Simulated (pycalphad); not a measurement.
# Effect of Cu content in Si-Cu

Computed with pycalphad from the COST 507 light-alloy database (1999), at 1 atm. The database dates from 1999; later assessments differ in places, in temperatures and in the compounds included. Amounts are mole fractions of atoms.

Q: One of these alloys has its liquidus at 1456 K, its solidus at 1074 K, and holds diamond (Si) 0.54, CU19SI6_ETA 0.46 at 630 K. Which?
A) Si-52.8Cu (at.%)
B) Si-8.8Cu (at.%)
C) Si-26.4Cu (at.%)
D) Si-35.2Cu (at.%)

A: D, Si-35.2Cu (at.%). The others: Si-8.8Cu (at.%), liquidus 1639, solidus 1074; Si-26.4Cu (at.%), liquidus 1520, solidus 1074; Si-52.8Cu (at.%), liquidus 1315, solidus 1074

Database names, with the compositions (at.%) that they take in these runs: CU19SI6_ETA: Cu 76 Si 24.
